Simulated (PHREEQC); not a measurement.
## Metal-bearing waste water (model solution)

Solution (25 °C): 50 mmol/kgw CdCl2, 0.051 mmol/kgw NiCl2, 0.33 mmol/kgw H2SO4 and 0.66 mmol/kgw Na2SO4. Closed to the air; pH follows from the charge balance.

Computed with PHREEQC (ion-association model, wateq4f.dat).

This is a speciation only: nothing precipitates in the calculation.

Task: What pH, ionic strength does the model give?

Result: pH 3.27; ionic strength 0.0749 mol/kgw.

Task: In which forms is Cl present?

Result: Cl- 59 %, CdCl+ 31 %, CdCl2 9.4 %, CdCl3- 0.5 % of the Cl.

Species that the database lacks are ignored.
